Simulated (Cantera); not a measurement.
Input: 1 mol Si, 30 mol HCl, 4.5 mol H₂, at 1423 K and 1330 Pa.

These are equilibrium values from Cantera (NASA tables, ideal gas, pure condensed phases), not measurements of a reactor. Candidate condensed phases: Si; 19 gas species. The tables' values for SiCl₃ are old estimates; treat these amounts as uncertain. Rates play no part.

Base state: HCl 0.787, H₂ 0.184, SiCl₄ 0.0183, SiCl₂ 0.00582, SiCl₃ 0.00518, SiHCl₃ 0.000331, Cl 8.65e-5, H 2.47e-5 (mole fractions); condensed: gas only.

Task: What changes in the equilibrium state with this change: HCl from 30 to 1.2 mol?

Result: 
```tsv
species	before	after
H₂	0.184	0.841
HCl	0.787	0.111
SiCl₂	0.00582	0.0442
SiCl₄	0.0183	0.000606
SiH₂Cl₂	9.15e-7	3.19e-5
Cl	8.65e-5	5.71e-6
H	2.47e-5	5.28e-5
SiCl₃	0.00518	0.00260
SiHCl₃	0.000331	0.000356
Si(s), mol	0	0.728
```
